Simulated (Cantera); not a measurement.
An adiabatic, constant-pressure homogeneous reactor starts with CH4 : O2 : N2 = 1 : 1 : 3.76 (molar parts), at 1448 K and 0.220 bar. Integrator tolerance rtol = 1e-08.

Detailed kinetics in Cantera: GRI-Mech 3.0 (53 species, 325 reactions).

Q: What does this change do: initial temperature 1448 to 1475 K?

A: 
```
quantity                                                              before                                      after
---------------------------------  -----------------------------------------  -----------------------------------------
time of steepest temperature rise                                    8.55 ms                                    6.40 ms
temperature at 0.300 s                                                2420 K                                     2436 K
equilibrium temperature                                               2420 K                                     2436 K
x(CH4) at 0.300 s                      <1e-12 (gas-phase equilibrium <1e-12)      <1e-12 (gas-phase equilibrium <1e-12)
x(O2) at 0.300 s                     4.67e-5 (gas-phase equilibrium 4.67e-5)    5.56e-5 (gas-phase equilibrium 5.56e-5)
x(HCO) at 0.300 s                    6.80e-8 (gas-phase equilibrium 6.80e-8)    7.15e-8 (gas-phase equilibrium 7.15e-8)
x(CH3) at 0.300 s                  1.51e-12 (gas-phase equilibrium 1.69e-12)  1.50e-12 (gas-phase equilibrium 1.68e-12)
x(H2O) at 0.300 s                        0.127 (gas-phase equilibrium 0.127)        0.126 (gas-phase equilibrium 0.126)
```
